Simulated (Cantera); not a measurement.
Charge: 1 mol Al, 8.7 mol HCl, 0.44 mol N2, equilibrated at 1423.15 K and 9.40 Pa.

These are equilibrium values from Cantera (NASA tables, ideal gas, pure condensed phases), not measurements of a reactor. Candidate condensed phases: Al, AlCl3, AlN, NH4Cl; 20 gas species. The tables' values for AlCl2 are old estimates; treat these amounts as uncertain. The numbers say what is thermodynamically allowed, not how fast it happens.

Base state: HCl 0.667, H2 0.166, AlCl3 0.105, N2 0.0506, AlCl2 0.00595, AlCl 0.00354, Cl 0.000920, H 0.000280 (mole fractions); condensed: gas only.

Task: What changes in the equilibrium state with this change: pressure from 9.40 Pa to 2.90 Pa?

Result: 
```csv
species,before,after
HCl,0.667,0.676
H2,0.166,0.157
AlCl3,0.105,0.0952
N2,0.0506,0.0501
AlCl,0.00354,0.00954
Cl,0.000920,0.00173
```
